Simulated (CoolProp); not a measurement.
The fluid at 298.15 K and 3.05 MPa (gas) is heated at constant pressure to 347.4 K. The same conditions are run with several fluids, on thermodynamics alone (safety and materials aside).

The numbers come from the reference Helmholtz-energy equation of state of each fluid (methane: Setzmann 1991; ethylene: Smukala 2000; oxygen: Schmidt 1985; dry air: Lemmon 2000; nitrous oxide: Lemmon 2006) in CoolProp. Blends and air are pseudo-pure fits.

```tsv
fluid	heat (kJ/kg)	final density (kg/m³)
methane	121	17.4
ethylene	97.1	33.3
oxygen	47.4	34.0
dry air	51.6	30.5
nitrous oxide	55.8	52.0
```

Above 300 K oxygen's equation is extrapolated.
